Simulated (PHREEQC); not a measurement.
0.5 mol of Fluorite (CaF2) is brought to equilibrium with 1 kg of water, with rising amounts of K2SO4, at 20 °C. O2 is buffered at 0.21 atm. The system is closed to CO2. Only these solids could form: Fluorite, Gypsum, Portlandite.

The numbers come from PHREEQC with the ion-association model, wateq4f.dat.

Predict SO4-2 (mol/kgw) at K2SO4 added (mol) = 0.104, 0.167.


| K2SO4 added (mol) | SO4-2 (mol/kgw) |
|---|---|
| 0.104 | 0.0799 |
| 0.167 | 0.120 |

Complexes and solids missing from the database can't appear.
